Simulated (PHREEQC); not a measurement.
Consider water at 25 °C with 0.0022 mol/kgw HF, 0.0034 mol/kgw (NH4)2SiF6 and 0.025 mol/kgw H3AsO4. Closed to the air; pH follows from the charge balance.

Equilibrium calculation in PHREEQC: ion-association model, wateq4f.dat.

This is a speciation only: nothing precipitates in the calculation.

Problem. Predict the pH.

Solution. pH 2.06.

Problem. In which forms is As present?

Solution. H3AsO4 60 %, H2AsO4- 40 % of the As.

Examples of supersaturated solids here: Quartz (slow to form), Chalcedony (slow to form). Others may be too. SiF6-2 is the database's only silicon fluoride.
